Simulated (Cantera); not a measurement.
Charge: 1 mol Cu, 2.9 mol HF, 0.2 mol N2, at 0.590 bar.

Method: chemical equilibrium by Gibbs-energy minimisation in Cantera with the NASA 1993 tables (ideal gas, pure condensed phases). Candidate condensed phases: Cu, CuF2; 25 gas species. The numbers say what is thermodynamically allowed, not how fast it happens.

Task: Which condensed phases are stable at each of these points (T (°C)): 950, 1000, 1050, 1100, 1150, 1200, 1250?

Result: 
```csv
T (°C),condensed phases,Cu condensed (%)
950,Cu(s),100.0
1000,Cu(s),100.0
1050,Cu(s),100.0
1100,Cu(l),99.9
1150,Cu(l),99.9
1200,Cu(l),99.8
1250,Cu(l),99.7
```

From 950 °C to 1050 °C the condensed part is Cu(s). From 1100 °C to 1250 °C the condensed part is Cu(l).
